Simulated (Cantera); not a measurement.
**SiO₂ + H₂ (hydrogen reduction and annealing atmospheres)**

Charge: 1 mol SiO₂, 0.48 mol H₂, at 0.150 bar.

Equilibrium computed with Cantera from the NASA thermochemical tables; the gas is ideal and each condensed phase is pure. Candidate condensed phases: H₂O, Si, SiO₂; 18 gas species. The tables hold silica as quartz up to 1696 K and as liquid above; real silica turns to tridymite and cristobalite and melts near 1996 K. Equilibrium is a limit: real reactors are often held back by kinetics, nucleation or transport.

```
T (°C)  log p H₂  log p H₂O  log p SiO  log p H  log p SiH₄  n SiO₂(α-quartz)  n SiO₂(β-quartz)
------  --------  ---------  ---------  -------  ----------  ----------------  ----------------
352        -0.82       <-12       <-12     <-12        <-12              1.00                 0
452        -0.82     -12.01       <-12     <-12      -12.35              1.00                 0
552        -0.82     -10.74       <-12   -11.51      -11.04              1.00                 0
652        -0.82      -9.74     -11.72   -10.00      -10.05                 0              1.00
752        -0.82      -8.91      -9.51    -8.77       -9.34                 0              1.00
852        -0.82      -7.94      -7.98    -7.76       -9.32                 0              1.00
952        -0.82      -6.92      -6.92    -6.92       -9.73                 0              1.00
1052       -0.82      -6.04      -6.04    -6.20      -10.11                 0             1.000
1152       -0.82      -5.29      -5.29    -5.58      -10.44                 0             1.000
1252       -0.82      -4.64      -4.64    -5.04      -10.72                 0             1.000
```
log p: log10 of the partial pressure in bar; n: condensed amount in mol.

From 352 °C to 552 °C the condensed part is SiO₂(α-quartz). From 652 °C to 1252 °C the condensed part is SiO₂(β-quartz).
